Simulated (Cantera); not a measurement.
Input (Python, Cantera) and output of one run.

```python
import numpy as np
import cantera as ct

gas_names = """
    B BCL BCL2 BCL3 BH BH2 BH3 BN B2 CL CL2 H HCL H2 N NH NH2 NH3 N2 N2H2 N2H4
""".split()
cond_names = """
    B(b) B(L) BN(s) NH4CL(a) NH4CL(b)
""".split()


def load(file, names, dense=False):
    # The tables refer to 1 bar. Condensed volumes are neglected.
    table = {s.name: s for s in ct.Species.list_from_file(file)}
    out = []
    for n in names:
        d = dict(table[n].input_data)
        d["thermo"] = dict(d["thermo"], **{"reference-pressure": 1e5})
        if dense:
            d["equation-of-state"] = {"model": "constant-volume", "density": "1e6 g/cm^3"}
        out.append(ct.Species.from_dict(d))
    return out


gas = ct.Solution(thermo="ideal-gas", species=load("nasa_gas.yaml", gas_names))
cond = {s.name: ct.Solution(thermo="fixed-stoichiometry", species=[s], name=s.name)
        for s in load("nasa_condensed.yaml", cond_names, dense=True)}
atoms = {
    'BN': {'B': 1, 'N': 1},
    'HCl': {'H': 1, 'CL': 1},
    'H2': {'H': 2},
}
top_T = {'BN(s)': 3200}  # K; cautious upper limits of use, not melting points


def equilibrate(T, P, feed):
    n = {}
    for name, mol in feed.items():
        for a, k in atoms[name].items():
            n[a] = n.get(a, 0.0) + k * mol
    gas.TPX = T, P, n
    mass = sum(n.values()) * gas.mean_molecular_weight
    gas.equilibrate("TP")
    valid = [c for c in cond.values() if c.min_temp <= T <= top_T.get(c.name, c.max_temp)]
    mix = ct.Mixture([(gas, mass / gas.mean_molecular_weight)] + [(c, 0.0) for c in valid])
    mix.T, mix.P = T, P
    mix.equilibrate("TP", solver="vcs", rtol=1e-11, max_steps=5000)
    return mix


results = []
feed = {'BN': 1, 'HCl': 28, 'H2': 7.2}  # mol
T = 1025  # K
P = 2000  # Pa
mix = equilibrate(T, P, feed)
results.append((T, P, feed, dict(zip(mix.species_names, mix.species_moles))))
x = sorted(zip(gas.X, gas.species_names), reverse=True)
print(f"T = {T:g} K  P = {P:g} Pa  gas = {mix.phase_moles(0):.4g} mol")
print("   x: " + "  ".join(f"{s} {v:.3e}" for v, s in x if v > 1e-06))
print("   condensed (mol): " + ("  ".join(f"{mix.phase(i).name} {mix.phase_moles(i):.4g}"
      for i in range(1, mix.n_phases) if mix.phase_moles(i) > 1e-12) or "none"))
```

Result:

```
T = 1025 K  P = 2000 Pa  gas = 35.2 mol
   x: HCL 7.936e-01  H2 2.055e-01  BCL3 6.036e-04  N2 3.018e-04
   condensed (mol): BN(s) 0.9788
```

Equilibrium computed with Cantera from the NASA thermochemical tables; the gas is ideal and each condensed phase is pure. Gases not in the tables: BHCl2.
